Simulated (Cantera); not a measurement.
An adiabatic, constant-pressure homogeneous reactor starts with H2 : O2 : N2 : H2O = 1 : 0.943 : 3.55 : 1.1 (molar parts), at 1400 K and 195 Torr.

Detailed kinetics in Cantera: the H2/O2 subset of GRI-Mech 3.0, which has no nitrogen chemistry.

Question: Predict: time of steepest temperature rise; temperature at 3.00 s; equilibrium temperature; x(H2) at 3.00 s; x(O2) at 3.00 s; x(H2O) at 3.00 s; x(HO2) at 3.00 s; x(OH) at 3.00 s; x(H) at 3.00 s.

Answer: 
| Item | Result |
|---|---|
| time of steepest temperature rise | 90.4 µs |
| temperature at 3.00 s | 2292 K |
| equilibrium temperature | 2292 K |
| x(H2) at 3.00 s | 0.00487 (gas-phase equilibrium 0.00487) |
| x(O2) at 3.00 s | 0.0702 (gas-phase equilibrium 0.0702) |
| x(H2O) at 3.00 s | 0.329 (gas-phase equilibrium 0.329) |
| x(HO2) at 3.00 s | 4.52e-6 (gas-phase equilibrium 4.52e-6) |
| x(OH) at 3.00 s | 0.0138 (gas-phase equilibrium 0.0138) |
| x(H) at 3.00 s | 0.00128 (gas-phase equilibrium 0.00128) |
